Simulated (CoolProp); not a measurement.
Vapour-liquid equilibrium of ethane (1) + propylene (2) at 0.152 MPa; x and y are mole fractions of (1).

Values from CoolProp's multi-fluid Helmholtz-energy mixture model, Bücker 2006 and Lemmon 2013; pair parameters Bell 2016.

```tsv
x	bubble temperature (°C)	y at the bubble point	dew temperature at overall composition x (°C)	liquid density (mol/L)
0.05	-43.4	0.229	-39.3	14.46
0.15	-51.7	0.518	-41.6	14.89
0.25	-58.0	0.682	-44.0	15.28
0.35	-62.9	0.783	-46.6	15.64
0.45	-66.9	0.849	-49.5	15.98
0.55	-70.2	0.896	-52.8	16.31
0.65	-73.0	0.930	-56.7	16.63
0.75	-75.5	0.956	-61.2	16.95
0.85	-77.8	0.976	-67.0	17.27
0.95	-79.8	0.993	-75.0	17.59
```

No azeotrope shows between x = 0.05 and 0.95.

Pair parameters are fitted to limited data, so mixtures are less certain than the pure fluids.
